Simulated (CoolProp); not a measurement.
The numbers come from the reference Helmholtz-energy equation of state, Wagner 2002 in CoolProp.

For water, give the phase and the cv (kJ/(kg K)), speed of sound (m/s) at 705.7 K and 34.9 kPa; 705.7 K and 147 kPa.


- 705.7 K and 34.9 kPa: gas; cv 1.62, speed of sound 647
- 705.7 K and 147 kPa: gas; cv 1.63, speed of sound 646
